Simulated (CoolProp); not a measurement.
Saturation properties of n-perfluorohexane.

The numbers come from the reference Helmholtz-energy equation of state, Gao 2022 in CoolProp.

| T (K) | p (bar) | enthalpy of vaporisation (kJ/kg) | liquid cp (kJ/(kg K)) |
|---|---|---|---|
| 238.5 | 0.009060 | 107.9 | 0.9535 |
| 247.3 | 0.01735 | 105.7 | 0.9672 |
| 256.2 | 0.03160 | 103.5 | 0.9812 |
| 265 | 0.05440 | 101.4 | 0.9950 |
| 273.9 | 0.09009 | 99.19 | 1.009 |
| 282.7 | 0.1426 | 97.01 | 1.023 |
| 291.6 | 0.2190 | 94.78 | 1.037 |
| 300.4 | 0.3243 | 92.54 | 1.050 |

It boils at 330.3 K under 1 atm.
